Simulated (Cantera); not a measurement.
Charge: 1 mol SiHCl3, 24 mol H2, equilibrated at 1748 K and 1.33 mbar.

Equilibrium computed with Cantera from the NASA thermochemical tables; the gas is ideal and each condensed phase is pure. Candidate condensed phases: Si; 19 gas species. The tables' values for SiCl, SiCl3 are old estimates; treat these amounts as uncertain. Gases not in the tables: Si2H6 and higher silanes. Kinetics and transport are ignored.

Base state: H2 0.898, HCl 0.0737, SiCl2 0.0202, H 0.00593, Si 0.00109, Cl 0.000375, SiCl 0.000369, SiH 5.03e-5 (mole fractions); condensed: Si(l).

Question: What changes in the equilibrium state with this change: SiHCl3 replaced by SiH4?

Answer: 
```csv
species,before,after
H2,0.898,0.993
H,0.00593,0.00623
Si,0.00109,0.00109
HCl,0.0737,0
SiCl2,0.0202,0
Cl,0.000375,0
SiCl,0.000369,0
SiCl3,3.66e-5,0
"Si(l), mol",0.432,0.969
```
